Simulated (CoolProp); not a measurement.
A Linde-Hampson liquefier for carbon monoxide: isothermal reversible compression at 300 K from 1 atm to 40 MPa, throttling to 1 atm, return gas leaving the recuperator 0 K below the feed. Each further row changes one setting.

Values from CoolProp's reference Helmholtz-energy equation of state, Lemmon 2006. It is a short technical equation, of lower accuracy than the large ones.

| case | liquid yield per pass | compression work (kJ/kg of gas) |
|---|---|---|
| as stated | 0.105 | 539 |
| high pressure 80 MPa | … | 629 |
| warm-end temperature 330 K | 0.078 | … |
| warm-end gap 5 K | … | 539 |

### Question
Some entries are withheld; supply them.

### Answer

- high pressure 80 MPa, liquid yield per pass: 0.067
- warm-end temperature 330 K, compression work (kJ/kg of gas): 597
- warm-end gap 5 K, liquid yield per pass: 0.095
